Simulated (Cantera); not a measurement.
A Cantera script and what it prints.

```python
import numpy as np
import cantera as ct

gas_names = """
    H H2 H2S N NH NH2 NH3 N2 N2H2 N2H4 Pb PbS Pb2 S SH SN S2 S8
""".split()
cond_names = """
    Pb(cr) Pb(L) PbS(s) PbS(L) S(cr1) S(cr2) S(L)
""".split()


def load(file, names, dense=False):
    # The tables refer to 1 bar. Condensed volumes are neglected.
    table = {s.name: s for s in ct.Species.list_from_file(file)}
    out = []
    for n in names:
        d = dict(table[n].input_data)
        d["thermo"] = dict(d["thermo"], **{"reference-pressure": 1e5})
        if dense:
            d["equation-of-state"] = {"model": "constant-volume", "density": "1e6 g/cm^3"}
        out.append(ct.Species.from_dict(d))
    return out


gas = ct.Solution(thermo="ideal-gas", species=load("nasa_gas.yaml", gas_names))
cond = {s.name: ct.Solution(thermo="fixed-stoichiometry", species=[s], name=s.name)
        for s in load("nasa_condensed.yaml", cond_names, dense=True)}
atoms = {
    'PbS': {'Pb': 1, 'S': 1},
    'H2': {'H': 2},
    'N2': {'N': 2},
}
top_T = {}  # K; cautious upper limits of use, not melting points


def equilibrate(T, P, feed):
    n = {}
    for name, mol in feed.items():
        for a, k in atoms[name].items():
            n[a] = n.get(a, 0.0) + k * mol
    gas.TPX = T, P, n
    mass = sum(n.values()) * gas.mean_molecular_weight
    gas.equilibrate("TP")
    valid = [c for c in cond.values() if c.min_temp <= T <= top_T.get(c.name, c.max_temp)]
    mix = ct.Mixture([(gas, mass / gas.mean_molecular_weight)] + [(c, 0.0) for c in valid])
    mix.T, mix.P = T, P
    mix.equilibrate("TP", solver="vcs", rtol=1e-11, max_steps=5000)
    return mix


results = []
T = 1898.15  # K
P = 15000  # Pa
for m in [2.3, 2.9, 3.5, 4.4, 5.4, 6.6, 8.1, 10, 12, 15, 19, 23, 28]:
    feed = {'PbS': 1, 'H2': m, 'N2': 0.68}  # mol
    mix = equilibrate(T, P, feed)
    results.append((T, P, feed, dict(zip(mix.species_names, mix.species_moles))))
    x = sorted(zip(gas.X, gas.species_names), reverse=True)
    print(f"T = {T:g} K  P = {P:g} Pa  n(H2) = {m:g} mol  gas = {mix.phase_moles(0):.4g} mol")
    print("   x: " + "  ".join(f"{s} {v:.3e}" for v, s in x if v > 1e-05))
    print("   condensed (mol): " + ("  ".join(f"{mix.phase(i).name} {mix.phase_moles(i):.4g}"
          for i in range(1, mix.n_phases) if mix.phase_moles(i) > 1e-12) or "none"))
```

Output:

```
T = 1898.15 K  P = 15000 Pa  n(H2) = 2.3 mol  gas = 4.114 mol
   x: H2 5.280e-01  N2 1.653e-01  PbS 1.531e-01  Pb 8.994e-02  S2 2.775e-02  H2S 2.694e-02  SH 6.818e-03  H 1.468e-03  S 6.776e-04
   condensed (mol): none
T = 1898.15 K  P = 15000 Pa  n(H2) = 2.9 mol  gas = 4.714 mol
   x: H2 5.835e-01  N2 1.442e-01  PbS 1.298e-01  Pb 8.235e-02  H2S 2.756e-02  S2 2.377e-02  SH 6.633e-03  H 1.543e-03  S 6.271e-04
   condensed (mol): none
T = 1898.15 K  P = 15000 Pa  n(H2) = 3.5 mol  gas = 5.315 mol
   x: H2 6.269e-01  N2 1.279e-01  PbS 1.120e-01  Pb 7.612e-02  H2S 2.765e-02  S2 2.074e-02  SH 6.422e-03  H 1.600e-03  S 5.857e-04
   condensed (mol): none
T = 1898.15 K  P = 15000 Pa  n(H2) = 4.4 mol  gas = 6.215 mol
   x: H2 6.768e-01  N2 1.094e-01  PbS 9.230e-02  Pb 6.859e-02  H2S 2.729e-02  S2 1.733e-02  SH 6.101e-03  H 1.662e-03  S 5.355e-04
   condensed (mol): none
T = 1898.15 K  P = 15000 Pa  n(H2) = 5.4 mol  gas = 7.216 mol
   x: H2 7.180e-01  N2 9.424e-02  PbS 7.656e-02  Pb 6.201e-02  H2S 2.657e-02  S2 1.459e-02  SH 5.766e-03  H 1.712e-03  S 4.914e-04
   condensed (mol): none
T = 1898.15 K  P = 15000 Pa  n(H2) = 6.6 mol  gas = 8.417 mol
   x: H2 7.550e-01  N2 8.079e-02  PbS 6.300e-02  Pb 5.581e-02  H2S 2.555e-02  S2 1.220e-02  SH 5.406e-03  H 1.756e-03  S 4.493e-04
   condensed (mol): none
T = 1898.15 K  P = 15000 Pa  n(H2) = 8.1 mol  gas = 9.918 mol
   x: H2 7.891e-01  N2 6.856e-02  PbS 5.104e-02  Pb 4.979e-02  H2S 2.424e-02  S2 1.006e-02  SH 5.018e-03  H 1.795e-03  S 4.080e-04
   condensed (mol): none
T = 1898.15 K  P = 15000 Pa  n(H2) = 10 mol  gas = 11.82 mol
   x: H2 8.202e-01  N2 5.753e-02  Pb 4.399e-02  PbS 4.062e-02  H2S 2.270e-02  S2 8.161e-03  SH 4.608e-03  H 1.830e-03  S 3.675e-04
   condensed (mol): none
T = 1898.15 K  P = 15000 Pa  n(H2) = 12 mol  gas = 13.82 mol
   x: H2 8.440e-01  N2 4.920e-02  Pb 3.933e-02  PbS 3.303e-02  H2S 2.124e-02  S2 6.751e-03  SH 4.252e-03  H 1.856e-03  S 3.342e-04
   condensed (mol): none
T = 1898.15 K  P = 15000 Pa  n(H2) = 15 mol  gas = 16.82 mol
   x: H2 8.695e-01  N2 4.042e-02  Pb 3.409e-02  PbS 2.535e-02  H2S 1.938e-02  S2 5.296e-03  SH 3.822e-03  H 1.884e-03  S 2.960e-04
   condensed (mol): none
T = 1898.15 K  P = 15000 Pa  n(H2) = 19 mol  gas = 20.82 mol
   x: H2 8.924e-01  N2 3.265e-02  Pb 2.911e-02  PbS 1.891e-02  H2S 1.738e-02  S2 4.043e-03  SH 3.383e-03  H 1.909e-03  S 2.586e-04
   condensed (mol): none
T = 1898.15 K  P = 15000 Pa  n(H2) = 23 mol  gas = 24.83 mol
   x: H2 9.081e-01  N2 2.739e-02  Pb 2.549e-02  H2S 1.578e-02  PbS 1.478e-02  S2 3.219e-03  SH 3.045e-03  H 1.925e-03  S 2.308e-04
   condensed (mol): none
T = 1898.15 K  P = 15000 Pa  n(H2) = 28 mol  gas = 29.83 mol
   x: H2 9.221e-01  N2 2.279e-02  Pb 2.215e-02  H2S 1.419e-02  PbS 1.137e-02  SH 2.716e-03  S2 2.522e-03  H 1.940e-03  S 2.043e-04
   condensed (mol): none
```

Equilibrium computed with Cantera from the NASA thermochemical tables; the gas is ideal and each condensed phase is pure.
